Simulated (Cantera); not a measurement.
A closed system holds: 1 mol C2H5OH, 0.011 mol O2, 7.4 mol H2, at 13300 Pa.

Equilibrium computed with Cantera from the NASA thermochemical tables; the gas is ideal and each condensed phase is pure. Candidate condensed phases: C, C6H6, C7H8, C8H18, H2O; 110 gas species. Equilibrium is a limit: real reactors are often held back by kinetics, nucleation or transport.

Over these rows the condensed part is C(graphite). Partial pressures as log10 of bar:

```
T (K)  1000/T (1/K)  log p CO2  log p H2  log p CO
-----  ------------  ---------  --------  --------
1200         0.8333      -5.57     -0.92     -1.92
1250         0.8000      -5.86     -0.92     -1.92
1300         0.7692          ?     -0.92     -1.92
1350         0.7407      -6.38     -0.92     -1.92
1400         0.7143      -6.61     -0.92     -1.92
1450         0.6897      -6.83     -0.92     -1.92
```

**Question.** Fit log p(CO2) = a + b·(1000/T) to the five rows, give the apparent enthalpy, and predict the row at 1300 K.

**Answer.** Means: 1000/T = 0.7556, log p = -6.250. Sxy = 0.125179, Sxx = 0.0142792, so b = 8.77 and a = -6.250 − (8.77)×0.7556 = -12.88.
Apparent enthalpy: −19.145 × (8.77) = -168 kJ/mol. With the condensed phases at unit activity, 2 CO(g) = CO2(g) + C(graphite) links this pressure to the main gases: over the six rows their terms move log p by +0.00 in all, so the slope is close to that reaction's ΔH°. The five rows lie within 0.01 of the line.
Prediction at 1300 K: -12.88 + (8.77)×0.7692 = -6.13. The computed value is -6.13, 0.00 from the line.
